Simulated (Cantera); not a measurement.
A closed system holds: 1 mol Cu₂O, 0.37 mol H₂, 6.7 mol H₂O, held at 1248 K and 10.0 mbar.

Cantera equilibrium calculation (NASA polynomials, part measured and part estimated; ideal gas, pure solids and liquids). Candidate condensed phases: Cu, CuO, Cu(OH)₂, Cu₂O, H₂O; 12 gas species. Mutual solubility and eutectic melting of coexisting phases are not modelled. The numbers say what is thermodynamically allowed, not how fast it happens.

Base state: H₂O 1.000, H₂ 6.00e-5, O₂ 3.06e-5 (mole fractions); condensed: Cu(s) + Cu₂O(s).

Problem. What changes in the equilibrium state with this change: temperature from 1248 K to 1525 K?

Solution. 
```csv
species,before,after
H₂O,1.000,0.982
O₂,3.06e-5,0.0155
Cu,4.41e-6,0.00124
OH,6.16e-6,0.000501
H₂,6.00e-5,0.000207
"Cu(s), mol",0.740,0
"Cu₂O(s), mol",0.630,0
"Cu(l), mol",0,1.18
"Cu₂O(l), mol",0,0.406
```
Each liquid is taken as pure.
